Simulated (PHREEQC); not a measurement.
A solution holds 0.0014 mol CuCl2, 0.00056 mol HNO3 and 0.0054 mol NaCl per kg of water, at 25 °C. Closed to the air; pH follows from the charge balance.

All values are PHREEQC results (ion-association model, wateq4f.dat), not measurements.

```csv
quantity,before,after
pH,3.29,3.97
SI of Halite (NaCl),-6.03,-7.38
```

### Question
Name the change that produced these shifts.
A) NaCl from 0.0054 to 0.00108 mol/kgw
B) HNO3 left out
C) diluted 5-fold with water
D) 0.00069 mol/kgw Na3PO4 added
E) CuCl2 from 0.0014 to 0.00126 mol/kgw

### Answer
C, diluted 5-fold with water

This is a speciation only: nothing precipitates in the calculation.
